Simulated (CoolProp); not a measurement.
Vapour-liquid equilibrium of ethylene (1) + isobutane (2) at 53.8 kPa; x and y are mole fractions of (1).

Model: multi-fluid Helmholtz-energy mixture model, Smukala 2000 and Bücker 2006; pair parameters Bell 2016, in CoolProp.

Give the bubble temperature and the first vapour's composition at x = 0.35, 0.45, 0.65. Is there an azeotrope?

x = 0.35: 178.6 K, y = 0.992; x = 0.45: 173.5 K, y = 0.996; x = 0.65: 166.4 K, y = 0.999. No azeotrope shows between x = 0.05 and 0.95.

Pair parameters are fitted to limited data, so mixtures are less certain than the pure fluids.
